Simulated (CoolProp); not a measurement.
Saturated liquid density (kg/m³) of water: the reference equation beside estimates from Tc = 647.1 K, pc = 220.6 bar, ω = 0.344.

Values from CoolProp's reference Helmholtz-energy equation of state, Wagner 2002.

```csv
T (K),reference,Redlich-Kwong,Peng-Robinson
293.4,998.1,739.1,851.2
300,996.5,734.9,847.6
306.6,994.5,730.6,843.8
313.1,992.2,726.3,840.0
319.7,989.5,721.8,836.1
326.2,986.6,717.3,832.2
332.8,983.3,712.7,828.1
339.3,979.9,708.1,823.9
345.9,976.1,703.3,819.6
352.5,972.2,698.4,815.2
359,968.0,693.5,810.7
365.6,963.6,688.5,806.0
372.1,959.1,683.4,801.3
378.7,954.3,678.2,796.4
385.3,949.3,672.8,791.4
```

Absolute difference from the reference over all 15 rows, mean and median: Redlich-Kwong 27.7 and 27.7 %, Peng-Robinson 15.8 and 15.9 %.
